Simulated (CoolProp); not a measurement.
Vapour-liquid equilibrium of sulfur hexafluoride (1) + CH2F2 (R32) (2) at 245.8 K; x and y are mole fractions of (1).

Values from CoolProp's multi-fluid Helmholtz-energy mixture model, Guder 2009 and Tillner-Roth 1997; pair parameters Bell 2016.

### Question
Give the bubble pressure and the first vapour's composition at x = 0.05, 0.15, 0.85. Is there an azeotrope?

### Answer
x = 0.05: 0.4797 MPa, y = 0.368; x = 0.15: 0.6508 MPa, y = 0.548; x = 0.85: 0.6923 MPa, y = 0.717. y crosses x between x = 0.55 and 0.65: the model has an azeotrope there.

Pair parameters are fitted to limited data, so mixtures are less certain than the pure fluids. With so large a gap from Raoult's law the liquid may split in two, which this calculation doesn't test in full.
